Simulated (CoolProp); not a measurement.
R11 at 298.15 K and 3.55 MPa flows at 24 m/s in a round tube of 12.7 mm bore and 45 µm roughness, fully developed (64/Re and Nu = 3.66 if laminar; Colebrook and Gnielinski if turbulent). Each further row changes one setting.

The numbers come from the reference Helmholtz-energy equation of state, Jacobsen 1992 in CoolProp.

```
case              Reynolds number  Darcy friction factor  pressure drop (Pa/m)  heat-transfer coefficient (W/(m² K))  mass flow (kg/h)
----------------  ---------------  ---------------------  --------------------  ------------------------------------  ----------------
as stated                 1010000                 0.0276                928000                                 47200             16300
velocity 48 m/s           2010000                 0.0275               3700000                                 94300             32500
diameter 25.4 mm          2010000                 0.0228                384000                                 41100             65000
```

Viscosity comes from a separate model (Klein 1997), an estimate that may be off by 10 % or more. Thermal conductivity comes from a separate model (McLinden 2000), an estimate that may be off by 10 % or more.
